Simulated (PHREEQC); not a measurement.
A column of 0.1 m (40 cells, dispersivity 0.008 m, 3600 s a shift, diffusion coefficient 3e-10 m²/s) holds 0.0019 eq of the database's cation exchanger X per kg of pore water, first in equilibrium with 0.015 mol CaCl2, 0.0014 mol ZnCl2 and 1e-05 mol HCl per kg of water. It is flushed with 0.001 mol/kgw BaCl2 and 1e-05 mol/kgw HCl, at 25 °C. Values are for the last cell. No CO2 enters from the air. Nothing may precipitate in this run.

Base run: PHREEQC, ion-association model, phreeqc.dat. Each further column changes one thing. The table gives Ba in solution (mol/kgw).

```json
[
 {"pore volumes": "0", "base": "0", "exchange capacity from 0.0019 to 0.00095 eq/kgw": "0", "dispersivity from 0.008 to 0.016 m": "0"},
 {"pore volumes": "0.5125", "base": "3.54e-5", "exchange capacity from 0.0019 to 0.00095 eq/kgw": "4.68e-5", "dispersivity from 0.008 to 0.016 m": "0.000101"},
 {"pore volumes": "0.8875", "base": "0.000259", "exchange capacity from 0.0019 to 0.00095 eq/kgw": "0.000341", "dispersivity from 0.008 to 0.016 m": "0.000351"},
 {"pore volumes": "1.387", "base": "0.000405", "exchange capacity from 0.0019 to 0.00095 eq/kgw": "0.000583", "dispersivity from 0.008 to 0.016 m": "0.000517"},
 {"pore volumes": "1.762", "base": "0.000443", "exchange capacity from 0.0019 to 0.00095 eq/kgw": "___", "dispersivity from 0.008 to 0.016 m": "___"},
 {"pore volumes": "2.263", "base": "0.000574", "exchange capacity from 0.0019 to 0.00095 eq/kgw": "___", "dispersivity from 0.008 to 0.016 m": "___"},
 {"pore volumes": "2.638", "base": "0.000710", "exchange capacity from 0.0019 to 0.00095 eq/kgw": "0.000881", "dispersivity from 0.008 to 0.016 m": "___"},
 {"pore volumes": "3.138", "base": "0.000855", "exchange capacity from 0.0019 to 0.00095 eq/kgw": "0.000954", "dispersivity from 0.008 to 0.016 m": "0.000770"},
 {"pore volumes": "3.513", "base": "0.000920", "exchange capacity from 0.0019 to 0.00095 eq/kgw": "0.000979", "dispersivity from 0.008 to 0.016 m": "0.000835"},
 {"pore volumes": "4.013", "base": "0.000966", "exchange capacity from 0.0019 to 0.00095 eq/kgw": "0.000993", "dispersivity from 0.008 to 0.016 m": "0.000900"}
]
```

Task: Some entries are withheld; supply them.

Result: 
- 1.762, exchange capacity from 0.0019 to 0.00095 eq/kgw: 0.000658
- 1.762, dispersivity from 0.008 to 0.016 m: 0.000557
- 2.263, exchange capacity from 0.0019 to 0.00095 eq/kgw: 0.000788
- 2.263, dispersivity from 0.008 to 0.016 m: 0.000610
- 2.638, dispersivity from 0.008 to 0.016 m: 0.000673
